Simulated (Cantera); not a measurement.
Feed: 1 mol Ta(OEt)5, 1.5 mol H2O, equilibrated at 19.0 Pa.

Method: chemical equilibrium by Gibbs-energy minimisation in Cantera with the NASA 1993 tables (ideal gas, pure condensed phases). Candidate condensed phases: C, C6H6, C7H8, C8H18, H2O, Ta, TaC, Ta2O5; 113 gas species. The feed counts by its element totals alone. TaC: taken at fixed stoichiometry. Condensed phases not in the tables: Ta2C. Equilibrium is a limit: real reactors are often held back by kinetics, nucleation or transport.

Over these rows the condensed part is C(graphite) + TaC(s). Partial pressures as log10 of bar:

| T (K) | 1000/T (1/K) | log p C2H2 (acetylene) | log p H2 | log p CO |
|---|---|---|---|---|
| 1323 | 0.7559 | -9.97 | -3.89 | -4.22 |
| 1473 | 0.6789 | ? | -3.89 | -4.22 |
| 1623 | 0.6161 | -8.35 | -3.89 | -4.22 |
| 1773 | 0.5640 | -7.75 | -3.90 | -4.22 |
| 1923 | 0.5200 | -7.26 | -3.92 | -4.23 |
| 2073 | 0.4824 | -6.88 | -3.97 | -4.25 |

### Question
Fit log p(C2H2 (acetylene)) = a + b·(1000/T) to the five rows, give the apparent enthalpy, and predict the row at 1473 K.

### Answer
Means: 1000/T = 0.5877, log p = -8.042. Sxy = -0.515257, Sxx = 0.0453309, so b = -11.37 and a = -8.042 − (-11.37)×0.5877 = -1.36.
Apparent enthalpy: −19.145 × (-11.37) = 218 kJ/mol. With the condensed phases at unit activity, 2 C(graphite) + H2(g) = C2H2 (acetylene)(g) links this pressure to the main gases: over the six rows their terms move log p by -0.08 in all, so the slope is close to that reaction's ΔH°. The five rows lie within 0.04 of the line.
Prediction at 1473 K: -1.36 + (-11.37)×0.6789 = -9.08. The computed value is -9.07, 0.01 from the line.
